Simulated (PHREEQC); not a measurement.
Make-up at 45 °C: 0.0014 mol NiSO4 and 0.035 mol MnSO4 per kg of water. Closed to the air; pH follows from the charge balance.

Equilibrium calculation in PHREEQC: ion-association model, wateq4f.dat.

The pH comes out as 6.14 and the ionic strength comes out as 0.0809 mol/kgw.

```json
[
 {"species": "SO4-2", "molality": "0.0202", "activity": "0.00782", "log γ": "-0.412"},
 {"species": "Mn+2", "molality": "0.0194", "activity": "0.00800", "log γ": "-0.384"},
 {"species": "MnSO4", "molality": "0.0156", "activity": "0.0159", "log γ": "0.008"},
 {"species": "Ni+2", "molality": "0.000836", "activity": "0.000320", "log γ": "-0.417"},
 {"species": "NiSO4", "molality": "0.000563", "activity": "0.000573", "log γ": "0.008"},
 {"species": "MnOH+", "molality": "1.65e-6", "activity": "1.30e-6", "log γ": "-0.102"},
 {"species": "HSO4-", "molality": "1.13e-6", "activity": "8.84e-7", "log γ": "-0.106"}
]
```

This is a speciation only: nothing precipitates in the calculation. Complexes and solids missing from the database can't appear. Constants without temperature data keep their 25 °C values here.
